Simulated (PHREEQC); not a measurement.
Make-up at 13 °C: 0.1 mmol/kgw CaSO4, 0.07 mmol/kgw Na2SO4 and 68 mmol/kgw NaCl. Closed to the air; pH follows from the charge balance.

Model: ion-association model, phreeqc.dat, run in PHREEQC.

```
quantity                     before     after
-------------------------  --------  --------
pH                             7.20      7.21
SO4-2 (mol/kgw)            0.000150   3.27e-5
NaSO4- (mol/kgw)            2.00e-5   1.30e-6
CaSO4 (mol/kgw)             4.46e-7   4.27e-8
CaOH+ (mol/kgw)            1.42e-10  3.81e-11
SI of Gypsum (CaSO4:2H2O)     -3.97     -4.99
```

### Question
Name the change that produced these shifts.
A. temperature from 13 to 20 °C
B. NaCl left out
C. diluted 5-fold with water
D. NaCl from 0.068 to 0.0136 mol/kgw
E. Na2SO4 replaced by NaHCO3 at the same molality

### Answer
C, diluted 5-fold with water

No solid was allowed to form. Constants without temperature data keep their 25 °C values here.
